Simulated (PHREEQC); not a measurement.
Dissolve 0.485 mol Ni(NO3)2, 0.0096 mol NaOH and 0.0072 mol H2SO4 per kg of water at 40 °C. Closed to the air; pH follows from the charge balance.

All values are PHREEQC results (ion-association model, wateq4f.dat), not measurements.

No solid was allowed to form.

**Question.** Order these S species by the share of S that they hold, largest first: NaSO4-, NiSO4, SO4-2, HSO4-.

**Answer.** NiSO4 (83 %), SO4-2 (15 %), HSO4- (1.5 %), NaSO4- (0.12 %)

The pH is 2.47 and the ionic strength 1.45 mol/kgw. Ionic strength above about 0.7 mol/kgw puts this run outside the model's range. Complexes and solids missing from the database can't appear. At this temperature some constants are extrapolated from 25 °C, and those without enthalpy data are left unchanged.
